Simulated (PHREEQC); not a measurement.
## Leach liquor: an equilibrium model

A solution holds 0.013 mol H2SO4, 0.00081 mol CuSO4 and 0.022 mol MnSO4 per kg of water, at 25 °C. Closed to the air; pH follows from the charge balance.

Equilibrium calculation in PHREEQC: ion-association model, phreeqc.dat.

This is a speciation only: nothing precipitates in the calculation.

Problem. What pH does the model give?

Solution. pH 1.90.

Problem. In which forms is Mn present?

Solution. Mn+2 66 %, MnSO4 34 % of the Mn.
